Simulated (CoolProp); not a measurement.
The numbers come from the reference Helmholtz-energy equation of state, Thol 2016 in CoolProp.

Question: For hexamethyldisiloxane (MM), give the phase and the Z, cv (kJ/(kg K)), Joule-Thomson coefficient (K/MPa), expansivity (1/kK) at 468.4 K and 3.74 bar; 468.4 K and 48.3 bar.

Answer: 
- 468.4 K and 3.74 bar: gas; Z 0.892, cv 1.91, Joule-Thomson coefficient 13.7, expansivity 3.16
- 468.4 K and 48.3 bar: liquid; Z 0.352, cv 1.96, Joule-Thomson coefficient 0.117, expansivity 2.47
